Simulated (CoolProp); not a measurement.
Octamethyltrisiloxane (MDM) at several states: fugacity coefficient from the reference equation and from simpler models built on Tc = 565.4 K, pc = 1438 kPa, ω = 0.528; each cubic takes its own stable root.

Computed with CoolProp (reference Helmholtz-energy equation of state, Thol 2017).

```csv
T (K),p (kPa),phase,reference,van der Waals,Redlich-Kwong,Peng-Robinson
500,761,liquid,0.5514,0.7879,0.7076,0.5454
232.6,2040,liquid,9.089e-7,0.007453,9.442e-5,1.732e-6
510,5510,liquid,0.1386,0.2515,0.1828,0.1356
565.1,6340,liquid,0.2479,0.3210,0.2681,0.2441
455.4,8570,liquid,0.04768,0.1757,0.08860,0.04570
```

At some of these states van der Waals gives the other phase, because its saturation line lies elsewhere.
